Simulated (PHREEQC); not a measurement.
# Nickel, zinc or cadmium bath: speciation

Consider water at 25 °C with 0.015 mol/kgw CdSO4, 0.024 mol/kgw H3BO3 and 0.0047 mol/kgw FeSO4. Closed to the air; pH follows from the charge balance.

Model: ion-association model, phreeqc.dat, run in PHREEQC.

Precipitation was switched off in this run.

Problem. Predict the pH.

Solution. pH 5.50.

Problem. In which forms is Cd present?

Solution. Cd+2 57 %, CdSO4 39 %, Cd(SO4)2-2 4.8 % of the Cd.
